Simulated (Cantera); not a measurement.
Cantera run, input and output.

```python
import numpy as np
import cantera as ct

gas = ct.Solution("gri30.yaml")
gas.TPX = 400, 1800000, {'CH4': 1, 'H2': 0.48, 'O2': 4.57, 'N2': 17.2}
inlet = ct.Reservoir(gas, clone=True)
gas.equilibrate("HP")  # start burning
reactor = ct.IdealGasConstPressureReactor(gas, energy="on", clone=False)
exhaust = ct.Reservoir(gas, clone=True)
tau = [0.042, 0.013, 0.0039, 0.0012, 0.00037, 0.00011, 3.5e-05, 1.1e-05, 3.3e-06][0]
for a, b in ((inlet, reactor), (reactor, exhaust)):
    ct.MassFlowController(a, b, mdot=lambda t: reactor.mass / tau)
net = ct.ReactorNet([reactor])
show = ['CH4', 'H2', 'O2', 'H2O2', 'CH3', 'O']

rows = []
print(f"{'tau/s':>10s}{'T/K':>9s}" + "".join(f"{s:>11s}" for s in show))
for tau in [0.042, 0.013, 0.0039, 0.0012, 0.00037, 0.00011, 3.5e-05, 1.1e-05, 3.3e-06]:
    net.initial_time = 0.0
    net.advance(30 * tau)
    before = gas.X
    net.advance(40 * tau)
    drift = np.max(np.abs(gas.X - before) / (gas.X + 1e-9))
    rows.append([gas.T, *gas[show].X, drift])
    print(f"{tau:10.3e}{gas.T:9.1f}" + "".join(f"{x:11.3e}" for x in gas[show].X))
```

Output:

```
     tau/s      T/K        CH4         H2         O2       H2O2        CH3          O
 4.200e-02   1557.7  2.997e-05  1.918e-05  1.014e-01  1.478e-07  2.708e-06  1.740e-06
 1.300e-02   1551.8  9.069e-05  6.000e-05  1.018e-01  3.422e-07  7.412e-06  3.130e-06
 3.900e-03   1529.6  3.217e-04  2.261e-04  1.033e-01  1.154e-06  1.856e-05  6.160e-06
 1.200e-03    400.0  4.301e-02  2.065e-02  1.966e-01 -1.992e-19  7.063e-26 -7.149e-32
 3.700e-04    400.0  4.301e-02  2.065e-02  1.966e-01 -1.123e-21  2.161e-26  2.535e-33
 1.100e-04    400.0  4.301e-02  2.065e-02  1.966e-01 -7.092e-23  7.341e-27  2.063e-34
 3.500e-05    400.0  4.301e-02  2.065e-02  1.966e-01 -4.480e-24  2.369e-27  5.393e-35
 1.100e-05    400.0  4.301e-02  2.065e-02  1.966e-01 -2.830e-25  7.488e-28  1.795e-35
 3.300e-06    400.0  4.301e-02  2.065e-02  1.966e-01 -1.787e-26  2.271e-28  5.685e-36
```

Cantera simulation using GRI-Mech 3.0 (53 species, 325 reactions); the numbers are that mechanism's predictions, not measurements. The pressure lies above the range GRI-Mech 3.0 was tuned for (to about 10 atm).
